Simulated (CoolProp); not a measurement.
CH3F (R41) along the isobar 71.2 bar: fugacity coefficient from the reference equation and from simpler models built on Tc = 44.1 °C, pc = 59.06 bar, ω = 0.200; each cubic takes its own stable root.

Model: reference Helmholtz-energy equation of state, Lemmon 2006, in CoolProp. It is a short technical equation, of lower accuracy than the large ones.

| T (°C) | phase | reference |
|---|---|---|
| -85.05 | liquid | 0.01113 |
| -77.05 | liquid | 0.01727 |
| -69.15 | liquid | 0.02560 |
| -61.15 | liquid | 0.03678 |
| -53.25 | liquid | 0.05095 |
| -45.25 | liquid | 0.06889 |
| -37.35 | liquid | 0.09046 |
| -29.35 | liquid | 0.1165 |
| -21.45 | liquid | 0.1465 |
| -13.45 | liquid | 0.1813 |
| -5.55 | liquid | 0.2199 |

Q: How far does each simpler model (Redlich-Kwong, Peng-Robinson) lie from the reference over these 11 states: mean and median of the absolute difference, and the worst?

A: 
- Redlich-Kwong: mean 43.1 %, median 42.5 %, worst +62.8 % at -85.05 °C and 71.2 bar
- Peng-Robinson: mean 3.8 %, median 4.2 %, worst +5.5 % at -5.55 °C and 71.2 bar
